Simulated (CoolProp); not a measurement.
Vapour-liquid equilibrium of chloromethane (R40) (1) + isobutene (2) at 352.4 K; x and y are mole fractions of (1).

Model: multi-fluid Helmholtz-energy mixture model, Thol 2014 and Lemmon 2005; pair parameters Bell 2016, in CoolProp.

| x | bubble pressure (MPa) | y at the bubble point | dew pressure at overall composition x (MPa) | liquid density (mol/L) |
|---|---|---|---|---|
| 0.05 | 1.267 | 0.083 | 1.242 | 9.289 |
| 0.2 | 1.437 | 0.290 | 1.359 | 9.910 |
| 0.35 | 1.591 | 0.456 | 1.490 | 10.63 |
| 0.5 | 1.733 | 0.599 | 1.633 | 11.47 |
| 0.65 | 1.868 | 0.728 | 1.785 | 12.46 |
| 0.8 | 1.998 | 0.849 | 1.945 | 13.64 |
| 0.95 | 2.124 | 0.963 | 2.110 | 15.04 |

No azeotrope shows between x = 0.05 and 0.95.

The pair parameters rest on a limited set of measurements; away from them the model extrapolates.
